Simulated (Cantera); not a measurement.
Input: 1 mol CsOH, 1.7 mol H2O, equilibrated at 1775 °C and 1.30 mbar.

Cantera equilibrium calculation (NASA polynomials, part measured and part estimated; ideal gas, pure solids and liquids). Candidate condensed phases: Cs, CsOH, H2O; 15 gas species. The numbers say what is thermodynamically allowed, not how fast it happens.

Base state: H2O 0.572, Cs 0.199, CsOH 0.104, O2 0.0570, H2 0.0273, OH 0.0234, H 0.0103, O 0.00635 (mole fractions); condensed: gas only.

Q: What changes in the equilibrium state with this change: temperature from 1775 °C to 1300 °C?

A: 
| species | before | after |
|---|---|---|
| H2O | 0.572 | 0.628 |
| CsOH | 0.104 | 0.337 |
| Cs | 0.199 | 0.0262 |
| H | 0.0103 | 3.59e-5 |
| OH | 0.0234 | 0.000806 |
| H2 | 0.0273 | 0.00101 |
| O2 | 0.0570 | 0.00686 |
| O | 0.00635 | 2.40e-5 |
| CsO | 0.000273 | 1.59e-5 |

Q: What changes in the equilibrium state with this change: pressure from 1.30 mbar to 72.0 Pa?

A: 
| species | before | after |
|---|---|---|
| H2O | 0.572 | 0.556 |
| Cs | 0.199 | 0.220 |
| CsOH | 0.104 | 0.0747 |
| H | 0.0103 | 0.0153 |
| H2 | 0.0273 | 0.0336 |
| OH | 0.0234 | 0.0275 |
| O2 | 0.0570 | 0.0641 |
| O | 0.00635 | 0.00905 |
| CsO | 0.000273 | 0.000238 |

Q: What changes in the equilibrium state with this change: temperature from 1775 °C to 1650 °C?

A: 
```json
[
 {"species": "H2O", "before": "0.572", "after": "0.606"},
 {"species": "CsOH", "before": "0.104", "after": "0.169"},
 {"species": "Cs", "before": "0.199", "after": "0.154"},
 {"species": "H", "before": "0.0103", "after": "0.00297"},
 {"species": "H2", "before": "0.0273", "after": "0.0130"},
 {"species": "OH", "before": "0.0234", "after": "0.0120"},
 {"species": "O2", "before": "0.0570", "after": "0.0417"},
 {"species": "O", "before": "0.00635", "after": "0.00205"},
 {"species": "CsO", "before": "0.000273", "after": "0.000190"}
]
```
